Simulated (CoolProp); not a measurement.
Properties of CH3F (R41) along the isotherm 33.75 °C.

The numbers come from the reference Helmholtz-energy equation of state, Lemmon 2006 in CoolProp. It is a short technical equation, of lower accuracy than the large ones.

```csv
p (bar),phase,cp (kJ/(kg K)),speed of sound (m/s),isothermal compressibility (1/MPa),expansivity (1/kK)
0.0934,gas,1.116,309.7,107.1,3.266
0.145,gas,1.117,309.7,69.04,3.270
0.226,gas,1.118,309.6,44.32,3.277
0.353,gas,1.120,309.4,28.40,3.287
0.549,gas,1.123,309.1,18.29,3.303
0.855,gas,1.128,308.7,11.77,3.328
1.33,gas,1.135,308.0,7.595,3.368
2.07,gas,1.147,307.0,4.908,3.432
3.23,gas,1.165,305.3,3.174,3.535
5.02,gas,1.196,302.8,2.073,3.703
7.82,gas,1.247,298.7,1.364,3.992
12.2,gas,1.340,292.0,0.9118,4.521
19,gas,1.522,281.0,0.6333,5.600
29.5,gas,1.980,261.7,0.4847,8.463
```
